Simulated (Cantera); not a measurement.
A closed system holds: 1 mol C3H8, 0.36 mol CO2, 2.6 mol N2, 1.5 mol H2O, held at 10.0 mbar.

Method: chemical equilibrium by Gibbs-energy minimisation in Cantera with the NASA 1993 tables (ideal gas, pure condensed phases). Candidate condensed phases: C, C6H6, C7H8, C8H18, H2O; 136 gas species. Equilibrium is a limit: real reactors are often held back by kinetics, nucleation or transport. All values below are at 2050 K.

Base state: H2 0.517, N2 0.246, CO 0.213, H 0.0163, HCN 0.00637, C2H2 (acetylene) 0.000548, HNC 0.000396 (mole fractions); condensed: C(graphite).

Q: What changes in the equilibrium state with this change: pressure from 10.0 mbar to 0.100 bar?

A: 
| species | before | after |
|---|---|---|
| H2 | 0.517 | 0.525 |
| N2 | 0.246 | 0.248 |
| CO | 0.213 | 0.215 |
| H | 0.0163 | 0.00520 |
| CH4 | 9.95e-7 | 1.03e-5 |
| C2H2 (acetylene) | 0.000548 | 0.000557 |
| HNC | 0.000396 | 0.000400 |
| HCN | 0.00637 | 0.00644 |
| C(graphite), mol | 1.06 | 1.06 |
